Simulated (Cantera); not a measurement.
Feed: 1 mol (CH₃)₂SiCl₂, 0.041 mol C₂H₄, 24 mol H₂, equilibrated at 0.250 bar.

These are equilibrium values from Cantera (NASA tables, ideal gas, pure condensed phases), not measurements of a reactor. Candidate condensed phases: C, C₆H₆, C₇H₈, C₈H₁₈, Si, SiC; 109 gas species. The feed counts by its element totals alone. Equilibrium is a limit: real reactors are often held back by kinetics, nucleation or transport.

Problem. What share of the Si ends up in condensed phases as a function of T (°C), at 650, 700, 750, 800, 850, 900, 950, 1000, 1050?

Solution. 
| T (°C) | Si condensed (%) | as |
|---|---|---|
| 650 | 74.3 | SiC(s) |
| 700 | 82.3 | SiC(s) |
| 750 | 89.4 | SiC(s) |
| 800 | 94.5 | SiC(s) |
| 850 | 97.3 | SiC(s) |
| 900 | 98.7 | SiC(s) |
| 950 | 99.3 | SiC(s) |
| 1000 | 99.6 | SiC(s) |
| 1050 | 99.7 | SiC(s) |
